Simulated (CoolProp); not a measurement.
Vapour pressure (MPa) of R141b: the reference equation beside estimates from Tc = 477.5 K, pc = 4.212 MPa, ω = 0.220. Clausius-Clapeyron is anchored at 298.1 K with a constant enthalpy of vaporisation of 26.44 kJ/mol.

The numbers come from the reference Helmholtz-energy equation of state, Lemmon 2006 in CoolProp. It is a short technical equation, of lower accuracy than the large ones.

```csv
T (K),reference,Lee-Kesler,Clausius-Clapeyron,Soave-Redlich-Kwong
281.6,0.04074,0.04034,0.04197,0.04069
284.9,0.04678,0.04634,0.04784,0.04670
288.2,___,0.05304,0.05436,0.05340
291.5,0.06098,0.06049,0.06159,0.06085
294.8,0.06927,0.06876,0.06959,0.06910
298.1,0.07842,0.07790,0.07842,0.07822
301.5,0.08882,0.08830,___,0.08859
304.8,0.09993,___,0.09915,0.09967
308.1,0.1121,0.1116,0.1109,0.1118
311.4,0.1254,___,0.1237,___
314.7,0.1399,___,0.1377,0.1395
318,0.1556,0.1552,0.1529,0.1553
321.3,0.1727,0.1724,0.1694,0.1724
```

Question: Fill in the missing entries.

Answer: 
- 288.2, reference: 0.05351
- 301.5, Clausius-Clapeyron: 0.08845
- 304.8, Lee-Kesler: 0.09940
- 311.4, Lee-Kesler: 0.1249
- 311.4, Soave-Redlich-Kwong: 0.1251
- 314.7, Lee-Kesler: 0.1394

Absolute difference from the reference over all 13 rows, mean and median: Lee-Kesler 0.6 and 0.6 %, Clausius-Clapeyron 1.3 and 1.4 %, Soave-Redlich-Kwong 0.2 and 0.2 %.
